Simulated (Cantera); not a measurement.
Input: 1 mol Si, 1.9 mol Cl₂, held at 327 °C and 9.30e-5 bar.

Method: chemical equilibrium by Gibbs-energy minimisation in Cantera with the NASA 1993 tables (ideal gas, pure condensed phases). Candidate condensed phases: Si; 9 gas species. The tables' values for SiCl₃ are old estimates; treat these amounts as uncertain. Equilibrium is a limit: real reactors are often held back by kinetics, nucleation or transport.

Base state: SiCl₄ 1.000, SiCl₃ 1.27e-5 (mole fractions); condensed: Si(s).

**Question.** What changes in the equilibrium state with this change: 0.072 mol H₂O added?

**Answer.** 
| species | before | after |
|---|---|---|
| SiCl₄ | 1.000 | 0.925 |
| H₂ | 0 | 0.0659 |
| SiHCl₃ | 0 | 0.00931 |
| HCl | 0 | 0.000180 |
| SiCl₃ | 1.27e-5 | 1.19e-5 |
| Si(s), mol | 0.0500 | 0.0117 |
| SiO₂(α-quartz), mol | 0 | 0.0360 |
Further candidate phases: H₂O, SiO₂.

**Question.** What changes in the equilibrium state with this change: 0.66 mol O₂ added?

**Answer.** 
```json
[
 {"species": "Cl₂", "before": "<1e-9", "after": "0.782"},
 {"species": "SiCl₄", "before": "1.000", "after": "0.218"},
 {"species": "SiCl₃", "before": "1.27e-5", "after": "<1e-9"},
 {"species": "Si(s), mol", "before": "0.0500", "after": "0"},
 {"species": "SiO₂(α-quartz), mol", "before": "0", "after": "0.660"}
]
```
Further candidate phases: SiO₂.
